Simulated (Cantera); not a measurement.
Charge: 1 mol SiH₂Cl₂, 0.97 mol N₂, 9 mol H₂, equilibrated at 8.40 Pa.

Equilibrium computed with Cantera from the NASA thermochemical tables; the gas is ideal and each condensed phase is pure. Candidate condensed phases: NH₄Cl, Si, Si₃N₄; 28 gas species. N₂ is the only nitrogen source here; it is nearly inert below about 1500 K, so the nitride shown seldom forms there in practice. Gases not in the tables: Si₂H₆ and higher silanes. Kinetics and transport are ignored.

### Question
Which condensed phases are stable at each of these points (T (K)): 723, 823, 923, 1023, 1123, 1223, 1323, 1423, 1523, 1623, 1723, 1823, 1923, 2023?

### Answer
```csv
T (K),condensed phases,Si condensed (%)
723,Si₃N₄(s),98.8
823,Si₃N₄(s),99.4
923,Si₃N₄(s),99.6
1023,Si₃N₄(s),99.7
1123,Si₃N₄(s),98.8
1223,Si₃N₄(s),92.5
1323,Si₃N₄(s),73.8
1423,Si(s),57.5
1523,Si(s),55.9
1623,Si(s),52.5
1723,Si(l),39.6
1823,gas only,0.0
1923,gas only,0.0
2023,gas only,0.0
```

From 723 K to 1323 K the condensed part is Si₃N₄(s). From 1423 K to 1623 K the condensed part is Si(s). At 1723 K the condensed part is Si(l). From 1823 K to 2023 K nothing is condensed.
